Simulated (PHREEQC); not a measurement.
Make-up at 20 °C: 0.0025 mol ZnCl2, 0.0011 mol Na2SO4 and 5.1e-06 mol MnSO4 per kg of water. Closed to the air; pH follows from the charge balance.

Computed with PHREEQC (ion-association model, phreeqc.dat).

Precipitation was switched off in this run.

Q: Order these S species by the share of S that they hold, largest first: ZnSO4, Zn(SO4)2-2, NaSO4-, SO4-2.

A: SO4-2 (81 %), ZnSO4 (19 %), NaSO4- (0.57 %), Zn(SO4)2-2 (0.28 %)

Q: Order these Zn species by the share of Zn that they hold, largest first: ZnCl+, Zn+2, ZnSO4.

A: Zn+2 (91 %), ZnSO4 (8.2 %), ZnCl+ (0.65 %)

The pH is 5.94 and the ionic strength 0.00995 mol/kgw. Species that the database lacks are ignored.
